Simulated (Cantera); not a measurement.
**Transport properties of process gases**

Gas mixture: CH4 : C3H8 = 0.22 : 0.7 (molar parts), at 2670 Pa, frozen composition.

Cantera's kinetic-theory transport with the Lennard-Jones parameters of GRI-Mech 3.0, ideal gas; thermal conductivity in the mixture-averaged form. The composition is frozen, though it would react at the higher temperatures.

```csv
T (K),ρ (kg/m³),cp (J/kg/K),μ (µPa s),λ (mW/m/K),Pr,D (cm²/s) CH4,D (cm²/s) N2,D (cm²/s) C2H2
400,0.0300,2174,11.4,34.7,0.717,8.13,8.32,6.70
600,0.0200,2955,16.2,65.7,0.727,16.9,17.0,14.1
800,0.0150,3561,20.2,98.6,0.731,27.8,27.8,23.4
1000,0.0120,4024,23.8,131,0.732,40.8,40.6,34.4
1200,0.00999,4350,27.1,163,0.726,55.6,55.2,47.0
1400,0.00856,4620,30.2,193,0.724,72.1,71.5,61.0
1600,0.00749,4842,33.0,221,0.723,90.2,89.3,76.5
1800,0.00666,5022,35.7,249,0.722,110,109,93.2
```
D: mixture-averaged diffusion coefficient of that species in the mixture.
